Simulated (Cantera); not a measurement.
Feed: 1 mol Si, 0.64 mol N2O, 1.4 mol H2, held at 1.00 Pa.

Equilibrium computed with Cantera from the NASA thermochemical tables; the gas is ideal and each condensed phase is pure. Candidate condensed phases: H2O, Si, SiO2, Si2N2O, Si3N4; 35 gas species. Mutual solubility and eutectic melting of coexisting phases are not modelled. The tables hold silica as quartz up to 1696 K and as liquid above; real silica turns to tridymite and cristobalite and melts near 1996 K. Kinetics and transport are ignored.

Task: Which condensed phases are stable at each of these points (T (K)): 1025, 1075, 1125, 1175, 1225, 1275, 1325, 1375, 1425, 1475, 1525, 1575, 1625?

Result: 
| T (K) | condensed phases | Si condensed (%) |
|---|---|---|
| 1025 | SiO2(β-quartz) + Si2N2O(s) | 100.0 |
| 1075 | SiO2(β-quartz) + Si2N2O(s) | 100.0 |
| 1125 | SiO2(β-quartz) + Si2N2O(s) | 100.0 |
| 1175 | SiO2(β-quartz) + Si2N2O(s) | 100.0 |
| 1225 | SiO2(β-quartz) + Si2N2O(s) | 99.6 |
| 1275 | SiO2(β-quartz) + Si2N2O(s) | 97.3 |
| 1325 | SiO2(β-quartz) + Si2N2O(s) | 82.2 |
| 1375 | Si2N2O(s) | 72.0 |
| 1425 | Si2N2O(s) | 72.0 |
| 1475 | Si(s) | 35.8 |
| 1525 | Si(s) | 35.5 |
| 1575 | Si(s) | 34.4 |
| 1625 | Si(s) | 31.4 |

From 1025 K to 1325 K the condensed part is SiO2(β-quartz) + Si2N2O(s). From 1375 K to 1425 K the condensed part is Si2N2O(s). From 1475 K to 1625 K the condensed part is Si(s).
